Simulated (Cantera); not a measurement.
Ignition delay

Mixture: CH4 : C2H6 : C3H8 : O2 : N2 = 1 : 0.12 : 1.1 : 19.3 : 72.6 (molar parts), equivalence ratio 0.41, at 30.6 atm, adiabatic and at constant pressure. Ignition delay is the time to a rise of 400 K.

Detailed kinetics in Cantera: GRI-Mech 3.0 (53 species, 325 reactions). GRI-Mech 3.0 was tuned for natural gas; its chemistry of propane as a main component is partial and can be far from experiment. The pressure lies above the range GRI-Mech 3.0 was tuned for (to about 10 atm).

| T0 (K) | delay (ms) |
|---|---|
| 1023 | 7.77 |
| 1098 | 2.29 |
| 1173 | 0.746 |
| 1248 | 0.259 |
| 1323 | 0.0958 |
| 1398 | 0.0385 |
| 1473 | 0.0170 |
| 1548 | 0.00828 |

```yaml
apparent activation energy between 1398 and 1548 K: 180 kJ/mol
```
